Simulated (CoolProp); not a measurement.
A Linde-Hampson liquefier for ethylene: isothermal reversible compression at 320 K from 1 atm to 20 MPa, throttling to 1 atm, return gas leaving the recuperator 0 K below the feed. Each further row changes one setting.

Model: reference Helmholtz-energy equation of state, Smukala 2000, in CoolProp.

```csv
case,liquid yield per pass,compression work (kJ/kg of gas)
as stated,(withheld),418
high pressure 40 MPa,0.428,468
warm-end temperature 350 K,0.331,(withheld)
warm-end gap 5 K,(withheld),418
```

Some entries are withheld; supply them.


- as stated, liquid yield per pass: 0.416
- warm-end temperature 350 K, compression work (kJ/kg of gas): 483
- warm-end gap 5 K, liquid yield per pass: 0.410
